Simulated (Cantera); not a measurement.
Charge: 1 mol N2O, 0.054 mol O2, equilibrated at 1177 °C and 100000 Pa.

These are equilibrium values from Cantera (NASA tables, ideal gas, pure condensed phases), not measurements of a reactor. The numbers say what is thermodynamically allowed, not how fast it happens.

Base state: N2 0.643, O2 0.356, NO 0.00112 (mole fractions); condensed: gas only.

Question: What changes in the equilibrium state with this change: N2O replaced by HBr?

Answer: 
```csv
species,before,after
HBr,0,0.759
H2O,0,0.105
Br2,0,0.0740
N2,0.643,0
O2,0.356,2.41e-7
Br,0,0.0618
NO,0.00112,0
H2,0,0.000202
```
Further candidate phases: Br2, H2O.

Question: What changes in the equilibrium state with this change: N2O replaced by H2O?

Answer: 
```
species   before     after
-------  -------  --------
H2O            0     0.949
O2         0.356    0.0512
OH             0  0.000108
N2         0.643         0
NO       0.00112         0
```
Further candidate phases: H2O.
